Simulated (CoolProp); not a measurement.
The fluid at 149.81 K and 18.5 MPa is throttled through a valve to 4.05 MPa with no heat exchange. The same conditions are run with several fluids, on thermodynamics alone (safety and materials aside).

The numbers come from the reference Helmholtz-energy equation of state of each fluid (carbonyl sulfide: Lemmon 2006; methane: Setzmann 1991; oxygen: Schmidt 1985; cis-2-butene: Lemmon 2005; R22: Kamei 1995) in CoolProp.

```
fluid             temperature change (K)  final density (kg/m³)
----------------  ----------------------  ---------------------
carbonyl sulfide                    +7.2                   1310
methane                              [?]                    358
oxygen                               [?]                    [?]
cis-2-butene                        +7.5                    768
R22                                  [?]                    [?]
```

Problem. Some entries are withheld; supply them.

Solution. 
- methane, temperature change (K): +3.6
- oxygen, temperature change (K): -4.0
- oxygen, final density (kg/m³): 760
- R22, temperature change (K): +6.4
- R22, final density (kg/m³): 1620
